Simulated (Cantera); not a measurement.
An adiabatic, constant-volume homogeneous reactor starts with CH4 : C2H6 : C3H8 : O2 : N2 = 1 : 0.032 : 0.032 : 5.83 : 21.9 (molar parts), equivalence ratio 0.39, at 1150 K and 130000 Pa. Integrator tolerance rtol = 1e-08.

Cantera simulation using GRI-Mech 3.0 (53 species, 325 reactions); the numbers are that mechanism's predictions, not measurements.

Q: What does this change do: initial temperature 1150 to 1673 K?

A: 
| quantity | before | after |
|---|---|---|
| time of steepest temperature rise | 16.5 ms | 51.2 µs |
| temperature at 0.700 s | 2187 K | 2540 K |
| equilibrium temperature | 2187 K | 2540 K |
| x(CH4) at 0.700 s | <1e-12 (gas-phase equilibrium <1e-12) | <1e-12 (gas-phase equilibrium <1e-12) |
| x(C2H6) at 0.700 s | <1e-12 (gas-phase equilibrium <1e-12) | <1e-12 (gas-phase equilibrium <1e-12) |
| x(C3H8) at 0.700 s | <1e-12 (gas-phase equilibrium <1e-12) | <1e-12 (gas-phase equilibrium <1e-12) |
| x(NO) at 0.700 s | 0.00893 (gas-phase equilibrium 0.00901) | 0.0175 (gas-phase equilibrium 0.0175) |
| x(H) at 0.700 s | 4.06e-5 (gas-phase equilibrium 4.06e-5) | 0.000702 (gas-phase equilibrium 0.000702) |
| x(HO2) at 0.700 s | 4.00e-6 (gas-phase equilibrium 3.99e-6) | 9.81e-6 (gas-phase equilibrium 9.81e-6) |
